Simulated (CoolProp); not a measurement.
The fluid at 436.04 K and 0.0115 MPa is compressed adiabatically to 0.0259 MPa with isentropic efficiency 0.6. The same conditions are run with several fluids, on thermodynamics alone (safety and materials aside).

Computed with CoolProp (reference Helmholtz-energy equation of state of each fluid (dodecamethylpentasiloxane (MD3M): Thol 2019; n-decane: Lemmon 2006; n-octane: Beckmüller 2019; R11: Jacobsen 1992)).

Q: Rank dodecamethylpentasiloxane (MD3M), n-decane, n-octane, R11 by work (kJ/kg), highest first.

A: n-octane (43.2), R11 (37.0), n-decane (34.5), dodecamethylpentasiloxane (MD3M) (12.1)

```json
[
 {"fluid": "dodecamethylpentasiloxane (MD3M)", "final temperature (K)": "451.5", "final phase": "two-phase, vapour fraction 0.891", "final density (kg/m³)": "3.11"},
 {"fluid": "n-decane", "final temperature (K)": "451.5", "final phase": "gas", "final density (kg/m³)": "0.997"},
 {"fluid": "n-octane", "final temperature (K)": "455.1", "final phase": "gas", "final density (kg/m³)": "0.788"},
 {"fluid": "R11", "final temperature (K)": "491.4", "final phase": "gas", "final density (kg/m³)": "0.872"}
]
```
